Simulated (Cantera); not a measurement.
Si + Cl₂ + H₂ (chlorosilane synthesis and conversion)

Charge: 1 mol Si, 1.4 mol Cl₂, 3.8 mol H₂, equilibrated at 19.0 bar.

Cantera equilibrium calculation (NASA polynomials, part measured and part estimated; ideal gas, pure solids and liquids). Candidate condensed phases: Si; 19 gas species. The tables' values for SiCl₃ are old estimates; treat these amounts as uncertain. Gases not in the tables: Si₂H₆ and higher silanes. Kinetics and transport are ignored.

From 525 K to 1425 K the condensed part is Si(s). The main Si-bearing gas is SiHCl₃ throughout.

```json
[
 {"T (K)": "525", "x H₂": "0.809", "x SiHCl₃": "0.110", "x SiCl₄": "0.0749", "x HCl": "1.99e-6", "x SiCl₃": "4.11e-9", "x SiCl₂": "1.35e-12", "x SiH₂Cl₂": "0.00614", "n Si(s)": "0.167"},
 {"T (K)": "625", "x H₂": "0.809", "x SiHCl₃": "0.106", "x SiCl₄": "0.0768", "x HCl": "2.84e-5", "x SiCl₃": "2.03e-7", "x SiCl₂": "5.02e-10", "x SiH₂Cl₂": "0.00790", "n Si(s)": "0.167"},
 {"T (K)": "725", "x H₂": "0.809", "x SiHCl₃": "0.102", "x SiCl₄": "0.0787", "x HCl": "0.000192", "x SiCl₃": "3.40e-6", "x SiCl₂": "3.59e-8", "x SiH₂Cl₂": "0.00928", "n Si(s)": "0.168"},
 {"T (K)": "825", "x H₂": "0.809", "x SiHCl₃": "0.0992", "x SiCl₄": "0.0803", "x HCl": "0.000810", "x SiCl₃": "2.86e-5", "x SiCl₂": "8.97e-7", "x SiH₂Cl₂": "0.0103", "n Si(s)": "0.169"},
 {"T (K)": "925", "x H₂": "0.808", "x SiHCl₃": "0.0963", "x SiCl₄": "0.0815", "x HCl": "0.00249", "x SiCl₃": "0.000151", "x SiCl₂": "1.10e-5", "x SiH₂Cl₂": "0.0112", "n Si(s)": "0.172"},
 {"T (K)": "1025", "x H₂": "0.806", "x SiHCl₃": "0.0933", "x SiCl₄": "0.0819", "x HCl": "0.00609", "x SiCl₃": "0.000567", "x SiCl₂": "8.20e-5", "x SiH₂Cl₂": "0.0118", "n Si(s)": "0.177"},
 {"T (K)": "1125", "x H₂": "0.802", "x SiHCl₃": "0.0898", "x SiCl₄": "0.0813", "x HCl": "0.0126", "x SiCl₃": "0.00167", "x SiCl₂": "0.000420", "x SiH₂Cl₂": "0.0122", "n Si(s)": "0.184"},
 {"T (K)": "1225", "x H₂": "0.794", "x SiHCl₃": "0.0853", "x SiCl₄": "0.0789", "x HCl": "0.0229", "x SiCl₃": "0.00402", "x SiCl₂": "0.00162", "x SiH₂Cl₂": "0.0123", "n Si(s)": "0.195"},
 {"T (K)": "1325", "x H₂": "0.784", "x SiHCl₃": "0.0790", "x SiCl₄": "0.0740", "x HCl": "0.0376", "x SiCl₃": "0.00821", "x SiCl₂": "0.00494", "x SiH₂Cl₂": "0.0121", "n Si(s)": "0.205"},
 {"T (K)": "1425", "x H₂": "0.769", "x SiHCl₃": "0.0703", "x SiCl₄": "0.0658", "x HCl": "0.0563", "x SiCl₃": "0.0144", "x SiCl₂": "0.0124", "x SiH₂Cl₂": "0.0115", "n Si(s)": "0.212"}
]
```
x: gas mole fraction; n: condensed amount in mol.
